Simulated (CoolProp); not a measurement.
Aqueous ethylene glycol as a coolant, 14 % by mass, freezing at -5.0 °C, 1 atm.

The numbers come from the Melinder's fits for secondary coolants in CoolProp.

```
T (°C)  cp (kJ/(kg K))  Prandtl number  viscosity (mPa s)  conductivity (W/(m K))
------  --------------  --------------  -----------------  ----------------------
-1.2             3.968               …               2.76                       …
4.5              3.973            17.5               2.27                   0.514
10.3             3.979               …               1.88                   0.522
16               3.985               …               1.58                   0.529
21.8             3.991               …               1.35                   0.537
27.5             3.998            8.57               1.17                       …
33.2             4.005            7.41               1.02                   0.551
39               4.012            6.46              0.897                       …
```

### Question
Some entries are withheld; supply them.

### Answer

- -1.2, Prandtl number: 21.7
- -1.2, conductivity (W/(m K)): 0.506
- 10.3, Prandtl number: 14.3
- 16, Prandtl number: 11.9
- 21.8, Prandtl number: 10.0
- 27.5, conductivity (W/(m K)): 0.544
- 39, conductivity (W/(m K)): 0.557
